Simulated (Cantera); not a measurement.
What does this Cantera script print?

```python
import numpy as np
import cantera as ct

gas_names = """
    H H2 N NH NH2 NH3 N2 N2H2 N2H4 Ni
""".split()
cond_names = """
    Ni(cr) Ni(L)
""".split()


# ... load() reads the species with a 1 bar reference pressure and builds the phases ...
atoms = {
    'Ni': {'Ni': 1},
    'NH3': {'N': 1, 'H': 3},
    'N2': {'N': 2},
}
top_T = {}  # K; cautious upper limits of use, not melting points


# ... equilibrate(T, P, feed) seeds the gas with the atoms and calls Mixture.equilibrate('TP', solver="vcs", rtol=1e-11, max_steps=5000) ...
results = []
feed = {'Ni': 1, 'NH3': 0.54, 'N2': 200}  # mol
P = 101325  # Pa
for T in [675, 775, 875, 975, 1075, 1175, 1275, 1375, 1475, 1575, 1675, 1775]:
    mix = equilibrate(T, P, feed)
    results.append((T, P, feed, dict(zip(mix.species_names, mix.species_moles))))

top = {s: max(r[3][s] / sum(r[3][g] for g in gas_names) for r in results) for s in gas_names}
cols = sorted((s for s in top if top[s] > 1e-05), key=lambda s: -top[s])[:6]
seen = [c for c in cond_names if any(r[3].get(c, 0) > 1e-12 for r in results)]
print("log10 of partial pressures in bar; condensed amounts in mol")
print(f"{'T/K':>10s}" + "".join(f"{s[:9]:>10s}" for s in cols + seen))
for T, P, feed, n in results:
    ng = sum(n[g] for g in gas_names)
    print(f"{T:10.4g}" + "".join(f"{np.log10(max(n[s] / ng * P / 1e5, 1e-99)):10.3f}" for s in cols)
          + "".join(f"{n.get(c, 0):10.4g}" for c in seen))
```

It prints:

```
log10 of partial pressures in bar; condensed amounts in mol
       T/K        N2        H2         H    Ni(cr)     Ni(L)
       675     0.004    -2.390   -15.401         1         0
       775     0.004    -2.389   -13.198         1         0
       875     0.004    -2.389   -11.494         1         0
       975     0.004    -2.389   -10.136         1         0
      1075     0.004    -2.389    -9.028         1         0
      1175     0.004    -2.389    -8.106         1         0
      1275     0.004    -2.389    -7.327         1         0
      1375     0.004    -2.389    -6.660         1         0
      1475     0.004    -2.389    -6.082         1         0
      1575     0.004    -2.389    -5.576    0.9999         0
      1675     0.004    -2.390    -5.130    0.9997         0
      1775     0.004    -2.390    -4.734         0    0.9982
```

Cantera equilibrium calculation (NASA polynomials, part measured and part estimated; ideal gas, pure solids and liquids).
